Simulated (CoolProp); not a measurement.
Vapour-liquid equilibrium of R22 (1) + c-C4F8 (RC318) (2) at 341.7 K; x and y are mole fractions of (1).

Values from CoolProp's multi-fluid Helmholtz-energy mixture model, Kamei 1995 and Platzer 1990; pair parameters Bell 2016. This equation is an older, rougher fit; its heat capacities, sound speeds and derivatives of the liquid may be far off and weren't checked against measurements.

```
x     bubble pressure (MPa)  y at the bubble point  dew pressure at overall composition x (MPa)  liquid density (mol/L)
----  ---------------------  ---------------------  -------------------------------------------  ----------------------
0.05                  1.087                  0.085                                        1.063                   6.635
0.15                  1.257                  0.269                                        1.138                   6.958
0.25                  1.491                  0.435                                        1.235                   7.276
0.35                  1.754                  0.563                                        1.359                   7.596
0.45                  2.012                  0.656                                        1.518                   7.925
0.55                  2.244                  0.727                                        1.723                   8.278
0.65                  2.445                  0.784                                        1.992                   8.681
0.75                  2.616                  0.836                                        2.327                   9.181
0.85                  2.762                  0.892                                        2.657                   9.847
0.95                  2.873                  0.959                                        2.863                   10.76
```

No azeotrope shows between x = 0.05 and 0.95.

The pair parameters rest on a limited set of measurements; away from them the model extrapolates. The gap from Raoult's law changes sign with composition, which may be real or a fault of the pair parameters; it wasn't checked against measurements.
